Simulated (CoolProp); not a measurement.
Tetradecamethylhexasiloxane (MD4M) at 600.84 K and 0.0296 MPa is compressed adiabatically to 0.209 MPa with isentropic efficiency 0.85. Each further row changes one setting.

Computed with CoolProp (reference Helmholtz-energy equation of state, Thol 2019).

```csv
case,work (kJ/kg),final temperature (K),final density (kg/m³)
as stated,23.7,615.1,21.8
efficiency 1,20.2,613.4,21.9
efficiency 0.65,31.0,618.5,21.6
```
